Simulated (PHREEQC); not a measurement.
A solution holds 0.29 mol HF, 0.098 mol Na2SO4 and 0.083 mol NaCl per kg of water, at 25 °C. Closed to the air; pH follows from the charge balance.

Model: ion-association model, phreeqc.dat, run in PHREEQC.

| quantity | before | after |
|---|---|---|
| pH | 1.90 | 3.04 |
| ionic strength (mol/kgw) | 0.333 | 0.585 |
| Na+ (mol/kgw) | 0.260 | 0.258 |
| HF (mol/kgw) | 0.233 | 0.0880 |
| SO4-2 (mol/kgw) | 0.0569 | 0.0541 |
| F- (mol/kgw) | 0.0201 | 0.118 |
| SI of Halite (NaCl) | -3.54 | -3.58 |

What was changed between the two runs?
A. diluted 10-fold with water
B. Na2SO4 from 0.098 to 0.147 mol/kgw
C. 0.38 mol/kgw NaOH added
D. NaCl from 0.083 to 0.0747 mol/kgw
E. 0.15 mol/kgw (NH4)2HPO4 added

E, 0.15 mol/kgw (NH4)2HPO4 added

Precipitation was switched off in this run.
